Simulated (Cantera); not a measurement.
**Thermodynamics of silicon etching in halogen gases, feed Si + F2 + N2 + HF**

Input: 1 mol Si, 2.9 mol F2, 0.13 mol N2, 3.3 mol HF, at 1448 K and 10.0 Torr.

Method: chemical equilibrium by Gibbs-energy minimisation in Cantera with the NASA 1993 tables (ideal gas, pure condensed phases). Candidate condensed phases: Si, Si3N4; 37 gas species. The numbers say what is thermodynamically allowed, not how fast it happens.

* **x(HF)**: 0.530
* **x(F)**: 0.289
* **x(SiF4)**: 0.161
* **x(N2)**: 0.0209
* **x(F2)**: 0.000241
* **gas amount**: 6.229 mol
* **log10 activity of Si(s) (absent)**: -42.44
